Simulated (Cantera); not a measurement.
A perfectly stirred reactor is fed with CH₄ : CO₂ : H₂ = 1 : 0.97 : 0.13 (molar parts), at 13300 Pa; it is held at 1698 K, and followed from long to short residence time.

Computed with Cantera and GRI-Mech 3.0 (53 species, 325 reactions).

Problem. Predict: x(CH₄) at τ = 0.690 s; x(CO₂) at τ = 0.690 s; x(H₂) at τ = 0.690 s; x(CH₂) at τ = 0.690 s; x(CH₄) at τ = 26.0 ms; x(CO₂) at τ = 26.0 ms; x(H₂) at τ = 26.0 ms; x(CH₂) at τ = 26.0 ms.

Solution. x(CH₄) at τ = 0.690 s: 0.0470
x(CO₂) at τ = 0.690 s: 0.0738
x(H₂) at τ = 0.690 s: 0.310
x(CH₂) at τ = 0.690 s: 3.88e-7
x(CH₄) at τ = 26.0 ms: 0.261
x(CO₂) at τ = 26.0 ms: 0.340
x(H₂) at τ = 26.0 ms: 0.214
x(CH₂) at τ = 26.0 ms: 6.27e-7
